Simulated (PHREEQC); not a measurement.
Make-up at 25 °C and 50 atm: 0.21 mol Cu(NO3)2, 0.0045 mol H2SO4 and 0.018 mol Na2SO4 per kg of water. Closed to the air; pH follows from the charge balance.

The numbers come from PHREEQC with the ion-association model, phreeqc.dat.

Question: The ionic strength comes out as 0.645 mol/kgw. What activity coefficients do Na+, Cu+2, NaSO4-, SO4-2, H+ get?

Answer: Na+ 0.72, Cu+2 0.23, NaSO4- 0.68, SO4-2 0.19, H+ 0.76.

This is a speciation only: nothing precipitates in the calculation. Under pressure, the constants of complexes without a molar volume in the database are unreliable.
